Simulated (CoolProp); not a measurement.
The fluid at 293.15 K and 0.057 MPa is compressed adiabatically to 0.106 MPa with isentropic efficiency 0.9. The same conditions are run with several fluids, on thermodynamics alone (safety and materials aside).

Values from CoolProp's reference Helmholtz-energy equation of state of each fluid (R1336mzz(E): Akasaka 2023; R507A: Lemmon 2003; nitrogen: Span 2000; hydrogen chloride: Thol 2018; isobutene: Lemmon 2005). Blends and air are pseudo-pure fits.

```json
[
 {"fluid": "R1336mzz(E)", "work (kJ/kg)": "10.1", "final temperature (K)": "306.6", "final density (kg/m³)": "7.09"},
 {"fluid": "R507A", "work (kJ/kg)": "17.3", "final temperature (K)": "313.7", "final density (kg/m³)": "4.08"},
 {"fluid": "nitrogen", "work (kJ/kg)": "65.6", "final temperature (K)": "356.2", "final density (kg/m³)": "1.00"},
 {"fluid": "hydrogen chloride", "work (kJ/kg)": "50.2", "final temperature (K)": "356.2", "final density (kg/m³)": "1.31"},
 {"fluid": "isobutene", "work (kJ/kg)": "30.2", "final temperature (K)": "312.9", "final density (kg/m³)": "2.34"}
]
```
